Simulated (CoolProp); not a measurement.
Benzene along the isotherm 346.85 °C: Z from the reference equation and from simpler models built on Tc = 288.9 °C, pc = 4.906 MPa, ω = 0.211; each cubic takes its own stable root.

Computed with CoolProp (reference Helmholtz-energy equation of state, Thol 2012).

```json
[
 {"p (MPa)": "0.0776", "phase": "gas", "reference": "0.9961"},
 {"p (MPa)": "0.147", "phase": "gas", "reference": "0.9926"},
 {"p (MPa)": "0.279", "phase": "gas", "reference": "0.9859"},
 {"p (MPa)": "0.529", "phase": "gas", "reference": "0.9732"},
 {"p (MPa)": "1", "phase": "gas", "reference": "0.9487"},
 {"p (MPa)": "1.9", "phase": "gas", "reference": "0.8998"},
 {"p (MPa)": "3.6", "phase": "gas", "reference": "0.7981"},
 {"p (MPa)": "6.83", "phase": "supercritical", "reference": "0.5535"},
 {"p (MPa)": "12.9", "phase": "supercritical", "reference": "0.4307"},
 {"p (MPa)": "24.5", "phase": "supercritical", "reference": "0.6650"}
]
```

### Question
How far does each simpler model (van der Waals, Redlich-Kwong) lie from the reference over these 10 states: mean and median of the absolute difference, and the worst?

### Answer
- van der Waals: mean 6.9 %, median 0.2 %, worst +30.8 % at 346.85 °C and 24.5 MPa
- Redlich-Kwong: mean 2.4 %, median 0.4 %, worst +10.7 % at 346.85 °C and 12.9 MPa
